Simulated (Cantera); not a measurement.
Input (Python, Cantera):

```python
import numpy as np
import cantera as ct

gas = ct.Solution("gri30.yaml")
gas.TPX = 1423, 130, {'CH4': 1, 'N2': 5.3}
reactor = ct.IdealGasConstPressureReactor(gas, energy="off", clone=False)
net = ct.ReactorNet([reactor])
net.rtol, net.atol = 1e-08, 1e-18
show = ['CH4', 'H2', 'C2H2', 'H', 'C2H6']
times = np.geomspace(2e-05, 70, 15)

steps = ct.SolutionArray(gas, extra=["t"])
rows = []
print(f"{'t/s':>10s}{'T/K':>9s}{'P/Pa':>11s}" + "".join(f"{s:>11s}" for s in show))
for t in times:
    while net.time < t:
        t_next = net.step()
        steps.append(gas.state, t=t_next)
    rows.append([np.interp(t, steps.t, y) for y in (steps.T, steps.P, *steps(*show).X.T)])
    print(f"{t:10.3e}{rows[-1][0]:9.1f}{rows[-1][1]:11.4g}" + "".join(f"{x:11.3e}" for x in rows[-1][2:]))
rate = np.gradient(steps.T, steps.t)
print("integrator steps:", len(steps.t))
if steps.T.max() > steps.T[0] + 200:
    print(f"time of steepest temperature rise: {steps.t[rate.argmax()]:.4e} s")
gas.TPX = 1423, 130, {'CH4': 1, 'N2': 5.3}
gas.equilibrate("TP")
print(f"equilibrium (TP): T = {gas.T:.1f} K  " + "  ".join(f"{s} {gas[s].X[0]:.3e}" for s in show))
```

Output:

```
       t/s      T/K       P/Pa        CH4         H2       C2H2          H       C2H6
 2.000e-05   1423.0        130  1.587e-01  1.079e-11  3.362e-28  3.309e-10  4.261e-22
 5.868e-05   1423.0        130  1.587e-01  8.856e-11  1.532e-26  9.139e-10  1.143e-20
 1.721e-04   1423.0        130  1.587e-01  6.806e-10  6.786e-25  2.260e-09  3.553e-19
 5.050e-04   1423.0        130  1.587e-01  4.347e-09  5.742e-23  4.281e-09  1.280e-17
 1.482e-03   1423.0        130  1.587e-01  2.001e-08  1.177e-20  5.300e-09  4.752e-16
 4.347e-03   1423.0        130  1.587e-01  6.892e-08  2.272e-18  5.347e-09  1.484e-14
 1.275e-02   1423.0        130  1.587e-01  2.125e-07  2.888e-16  5.347e-09  4.080e-13
 3.742e-02   1423.0        130  1.587e-01  6.340e-07  2.672e-14  5.351e-09  1.047e-11
 1.098e-01   1423.0        130  1.587e-01  1.874e-06  2.135e-12  5.381e-09  2.530e-10
 3.221e-01   1423.0        130  1.587e-01  5.590e-06  1.634e-10  5.640e-09  5.541e-09
 9.449e-01   1423.0        130  1.587e-01  1.852e-05  1.292e-08  7.883e-09  9.856e-08
 2.772e+00   1423.0        130  1.586e-01  1.068e-04  1.090e-06  2.809e-08  1.228e-06
 8.133e+00   1423.0        130  1.570e-01  1.572e-03  9.949e-05  2.841e-07  1.041e-05
 2.386e+01   1423.0        130  1.384e-01  2.303e-02  5.236e-03  3.967e-06  2.807e-05
 7.000e+01   1423.0        130  9.459e-02  8.175e-02  2.636e-02  1.229e-05  1.190e-05
integrator steps: 916
equilibrium (TP): T = 1423.0 K  CH4 4.498e-05  H2 2.054e-01  C2H2 3.346e-02  H 8.405e-05  C2H6 2.427e-11
```

Cantera simulation using GRI-Mech 3.0 (53 species, 325 reactions); the numbers are that mechanism's predictions, not measurements. GRI-Mech 3.0 stops at C3 and has no aromatics, soot or wall deposition, so with more carbon than oxygen in the feed, carbon stays in small species such as C2H2 where larger ones or solid carbon would form. Radical loss at walls, strong at low pressure, is not modelled.
